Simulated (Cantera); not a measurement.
Reactions in the system I-O-Pb

Cantera with NASA thermochemical tables; ideal gases at 1 bar, condensed phases pure. Values are per mole of reaction as written; species without (g) are pure solids or liquids, kept so even where they would boil at 1 bar.

O(g) + PbI2(g) = PbO + I2(g)

```json
[
 {"T (K)": "2123", "ΔH° (kJ)": "-340.9", "ΔS° (J/K)": "-139.4", "ΔG° (kJ)": "-44.9", "log10 K": "1.11"},
 {"T (K)": "2148", "ΔH° (kJ)": "-340.2", "ΔS° (J/K)": "-139.1", "ΔG° (kJ)": "-41.4", "log10 K": "1.01"},
 {"T (K)": "2173", "ΔH° (kJ)": "-339.6", "ΔS° (J/K)": "-138.8", "ΔG° (kJ)": "-38.0", "log10 K": "0.91"},
 {"T (K)": "2198", "ΔH° (kJ)": "-338.9", "ΔS° (J/K)": "-138.5", "ΔG° (kJ)": "-34.5", "log10 K": "0.82"},
 {"T (K)": "2223", "ΔH° (kJ)": "-338.2", "ΔS° (J/K)": "-138.2", "ΔG° (kJ)": "-31.1", "log10 K": "0.73"},
 {"T (K)": "2248", "ΔH° (kJ)": "-337.6", "ΔS° (J/K)": "-137.9", "ΔG° (kJ)": "-27.6", "log10 K": "0.64"},
 {"T (K)": "2273", "ΔH° (kJ)": "-336.9", "ΔS° (J/K)": "-137.6", "ΔG° (kJ)": "-24.2", "log10 K": "0.56"}
]
```
